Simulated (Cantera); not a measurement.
A closed system holds: 1 mol c-C4F8, 0.01 mol F2, at 0.100 bar.

Method: chemical equilibrium by Gibbs-energy minimisation in Cantera with the NASA 1993 tables (ideal gas, pure condensed phases). Candidate condensed phases: C; 13 gas species. The feed counts by its element totals alone. Gases not in the tables: C2F6 and larger saturated fluorocarbons. Equilibrium is a limit: real reactors are often held back by kinetics, nucleation or transport. All values below are at 3123 K.

Base state: F 0.710, CF2 0.170, CF 0.105, C3 0.0110, C 0.00156, C2 0.00114, CF3 0.00102, C5 0.000287 (mole fractions); condensed: C(graphite).

Problem. What changes in the equilibrium state with this change: c-C4F8 replaced by CH3Cl?

Solution. 
```csv
species,before,after
H,0,0.352
H2,0,0.241
HCl,0,0.179
F,0.710,7.91e-5
Cl,0,0.177
CF2,0.170,2.11e-9
C2H2 (acetylene),0,0.0211
CF,0.105,1.17e-5
C3,0.0110,0.0110
HF,0,0.00705
C2H,0,0.00628
CF3,0.00102,<1e-9
C4H2,0,0.000772
"C(graphite), mol",1.82,0.727
```
The tables' values for CCl are old estimates; treat these amounts as uncertain. Further candidate phases: C6H6, C7H8, C8H18.
